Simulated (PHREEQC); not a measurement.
# Leach liquor (model solution)

Solution (25 °C): 1.05 mmol/kgw HCl, 0.078 mmol/kgw Li2SO4 and 0.052 mmol/kgw MgSO4. Closed to the air; pH follows from the charge balance.

The numbers come from PHREEQC with the ion-association model, phreeqc.dat.

No solid was allowed to form.

Q: Predict the pH, specific conductance.

A: pH 3.00; specific conductance 460 µS/cm.

Q: In which forms is Mg present?

A: Mg+2 98 %, MgSO4 1.9 % of the Mg.

Species that the database lacks are ignored.
